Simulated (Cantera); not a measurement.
# Adiabatic ignition

An adiabatic, constant-pressure homogeneous reactor starts with CO : H₂ : CH₄ : O₂ : N₂ = 1 : 0.61 : 0.65 : 3.29 : 14.1 (molar parts), equivalence ratio 0.64, at 1598 K and 35000 Pa.

Detailed kinetics in Cantera: GRI-Mech 3.0 (53 species, 325 reactions).

| t (s) | T (K) | x CO | x H₂ | x CH₄ | x O | x NO₂ | x H | x HCN |
|---|---|---|---|---|---|---|---|---|
| 3.00e-6 | 1598 | 0.0509 | 0.0310 | 0.0331 | 6.50e-8 | <1e-12 | 1.09e-7 | <1e-12 |
| 7.27e-6 | 1598 | 0.0509 | 0.0310 | 0.0331 | 1.51e-7 | <1e-12 | 2.30e-7 | <1e-12 |
| 1.76e-5 | 1598 | 0.0509 | 0.0310 | 0.0331 | 3.68e-7 | <1e-12 | 5.55e-7 | <1e-12 |
| 4.28e-5 | 1598 | 0.0509 | 0.0310 | 0.0330 | 1.44e-6 | <1e-12 | 2.23e-6 | <1e-12 |
| 0.000104 | 1599 | 0.0509 | 0.0308 | 0.0325 | 2.38e-5 | <1e-12 | 4.30e-5 | 4.55e-12 |
| 0.000251 | 2066 | 0.0408 | 0.00990 | <1e-12 | 0.0253 | 7.41e-10 | 0.0215 | 1.80e-12 |
| 0.000609 | 2231 | 0.0332 | 0.00873 | <1e-12 | 0.0202 | 9.01e-9 | 0.0146 | 1.71e-12 |
| 0.00148 | 2411 | 0.0273 | 0.00632 | <1e-12 | 0.0131 | 7.76e-8 | 0.00727 | 4.07e-12 |
| 0.00358 | 2530 | 0.0214 | 0.00451 | <1e-12 | 0.00859 | 4.93e-7 | 0.00384 | 1.26e-11 |
| 0.00868 | 2544 | 0.0203 | 0.00423 | <1e-12 | 0.00778 | 1.41e-6 | 0.00339 | 2.23e-11 |
| 0.0211 | 2539 | 0.0202 | 0.00421 | <1e-12 | 0.00745 | 2.66e-6 | 0.00330 | 3.29e-11 |
| 0.0510 | 2536 | 0.0201 | 0.00420 | <1e-12 | 0.00726 | 3.38e-6 | 0.00325 | 3.87e-11 |
| 0.124 | 2536 | 0.0201 | 0.00419 | <1e-12 | 0.00724 | 3.46e-6 | 0.00324 | 3.93e-11 |
| 0.300 | 2536 | 0.0201 | 0.00419 | <1e-12 | 0.00724 | 3.46e-6 | 0.00324 | 3.93e-11 |
x: mole fraction; the columns are a selection and need not sum to one.

The time of steepest temperature rise comes out as 0.186 ms, the temperature at 0.300 s is 2536 K and the equilibrium temperature is 2536 K. The x(CO) at 0.300 s is 0.0201 (gas-phase equilibrium 0.0201) and the x(H₂) at 0.300 s comes out as 0.00419 (gas-phase equilibrium 0.00419). The x(CH₄) at 0.300 s is <1e-12 (gas-phase equilibrium <1e-12).
